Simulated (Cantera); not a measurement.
# Equilibrium for silicon epitaxy and polysilicon growth: Si2H6 + HCl + N2

Input: 1 mol Si2H6, 2.9 mol HCl, 8.5 mol N2, equilibrated at 1.60 bar.

These are equilibrium values from Cantera (NASA tables, ideal gas, pure condensed phases), not measurements of a reactor. Candidate condensed phases: NH4Cl, Si, Si3N4; 28 gas species. The feed counts by its element totals alone. N2 is the only nitrogen source here; it is nearly inert below about 1500 K, so the nitride shown seldom forms there in practice. The tables' values for SiCl3 are old estimates; treat these amounts as uncertain. Kinetics and transport are ignored.

```
T (K)  log p N2  log p H2  log p HCl  log p SiCl2  log p SiCl4  n Si3N4(s)
-----  --------  --------  ---------  -----------  -----------  ----------
1373      -0.05     -0.41      -0.50        -3.76        -2.10       0.641
1398      -0.05     -0.41      -0.49        -3.58        -2.11       0.641
1423      -0.05     -0.41      -0.49        -3.40        -2.13       0.641
1448      -0.05     -0.41      -0.49        -3.24        -2.15       0.641
1473      -0.05     -0.41      -0.49        -3.08        -2.17       0.641
1498      -0.05     -0.41      -0.49        -2.93        -2.19       0.640
1523      -0.05     -0.41      -0.50        -2.78        -2.22       0.638
1548      -0.05     -0.41      -0.50        -2.64        -2.24       0.636
1573      -0.05     -0.41      -0.50        -2.51        -2.27       0.634
1598      -0.05     -0.41      -0.50        -2.38        -2.30       0.631
1623      -0.05     -0.41      -0.51        -2.26        -2.33       0.627
1648      -0.05     -0.41      -0.51        -2.14        -2.37       0.623
1673      -0.05     -0.41      -0.52        -2.03        -2.41       0.617
```
log p: log10 of the partial pressure in bar; n: condensed amount in mol.

From 1373 K to 1673 K the condensed part is Si3N4(s). The main Si-bearing gas is SiCl4 at 1373 K and SiCl2 at 1673 K.
